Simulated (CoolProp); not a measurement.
Vapour-liquid equilibrium of R22 (1) + R11 (2) at 0.119 MPa; x and y are mole fractions of (1).

Model: multi-fluid Helmholtz-energy mixture model, Kamei 1995 and Jacobsen 1992; pair parameters Bell 2016, in CoolProp.

```csv
x,"bubble temperature, mixture model (K)","bubble temperature, Raoult's law (K)","y, mixture model","y, Raoult's law"
0.05,285.8,290.6,0.451,0.356
0.125,271.4,278.8,0.714,0.626
0.2,262.8,270.3,0.819,0.761
0.275,257.0,263.8,0.871,0.839
0.35,253.0,258.6,0.903,0.887
0.425,249.8,254.4,0.924,0.919
0.5,247.3,250.8,0.939,0.941
0.575,245.2,247.7,0.951,0.958
0.65,243.3,245.1,0.961,0.970
0.725,241.6,242.7,0.970,0.979
0.8,240.0,240.6,0.979,0.987
0.875,238.4,238.7,0.987,0.993
0.95,236.9,236.9,0.995,0.997
```

The largest gap from Raoult's law is -7.5 K in bubble temperature, at x = 0.2. No azeotrope shows between x = 0.05 and 0.95.

Pair parameters are fitted to limited data, so mixtures are less certain than the pure fluids.
